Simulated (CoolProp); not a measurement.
Computed with CoolProp (reference Helmholtz-energy equation of state, Guder 2009).

Q: For sulfur hexafluoride, give the phase and the density (kg/m³), cv (kJ/(kg K)), isothermal compressibility (1/MPa), expansivity (1/kK) at 395.1 K and 2.03 MPa.

A: 
- 395.1 K and 2.03 MPa: gas; density 99.0, cv 0.746, isothermal compressibility 0.542, expansivity 3.52
